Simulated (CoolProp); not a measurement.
A simple Rankine cycle with water: condensing at 302.15 K, boiler at 8.01 MPa, turbine inlet 573.3 K, turbine efficiency 0.65, pump efficiency 0.8, no recuperator. Each further row changes one setting.

Computed with CoolProp (reference Helmholtz-energy equation of state, Wagner 2002).

| case | thermal efficiency (%) | net work (kJ/kg) | heat in (kJ/kg) | turbine exit temperature (K) | volume ratio over the turbine |
|---|---|---|---|---|---|
| as stated | 25.1 | ___ | 2660 | 302.1 | 1170 |
| turbine inlet 593.3 K | 25.3 | 696 | ___ | 302.1 | 1090 |
| condensing temperature 294.15 K | 25.9 | 696 | 2690 | 294.1 | ___ |
| boiler pressure 5.61 MPa | 24.5 | ___ | 2770 | 302.1 | ___ |
| turbine efficiency 0.55 | 21.2 | ___ | 2660 | 302.1 | 1230 |

Question: What belongs in the gaps?

Answer: 
- as stated, net work (kJ/kg): 668
- turbine inlet 593.3 K, heat in (kJ/kg): 2750
- condensing temperature 294.15 K, volume ratio over the turbine: 1830
- boiler pressure 5.61 MPa, net work (kJ/kg): 681
- boiler pressure 5.61 MPa, volume ratio over the turbine: 758
- turbine efficiency 0.55, net work (kJ/kg): 563

The expansion ends wet for: as stated; turbine inlet 593.3 K; condensing temperature 294.15 K; boiler pressure 5.61 MPa; turbine efficiency 0.55.
